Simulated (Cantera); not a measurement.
Input: 1 mol Si2Cl6, 0.074 mol HCl, 6.8 mol N2, at 1050 °C and 0.530 bar.

Cantera equilibrium calculation (NASA polynomials, part measured and part estimated; ideal gas, pure solids and liquids). Candidate condensed phases: NH4Cl, Si, Si3N4; 28 gas species. The feed counts by its element totals alone. N2 is the only nitrogen source here; it is nearly inert below about 1500 K, so the nitride shown seldom forms there in practice. The tables' values for SiCl3 are old estimates; treat these amounts as uncertain. The numbers say what is thermodynamically allowed, not how fast it happens.

Q: What is the equilibrium state?

A: 
- x(N2) = 0.803
- x(SiCl4) = 0.183
- x(HCl) = 0.00899
- x(SiCl3) = 0.00442
- x(SiCl2) = 0.000584
- x(SiHCl3) = 6.43e-5
- x(H2) = 6.25e-5
- x(Cl) = 2.08e-6
- n(Si3N4(s)) = 0.163 mol
- gas amount = 8.059 mol
- log10 activity of Si(s) (absent) = -3.78
